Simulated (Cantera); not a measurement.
A perfectly stirred reactor is fed with H2 : O2 : N2 = 0.72 : 1 : 0.51 (molar parts), at 0.132 atm; it is held at 1250 K, and followed from long to short residence time.

Detailed kinetics in Cantera: GRI-Mech 3.0 (53 species, 325 reactions). The temperature is held fixed by assumption; the heat of reaction is taken as removed at once.

One state of this run: x H2 = 0.00180; x O2 = 0.341; x H2O2 = 2.35e-6; x O = 0.00108; x H = 0.000331; x NO2 = 3.39e-10. x: mole fraction; the columns are a selection and need not sum to one.

Which value of τ (s) does it belong to?
A) 20
B) 0.014
C) 0.0041
D) 0.047

D, 0.047
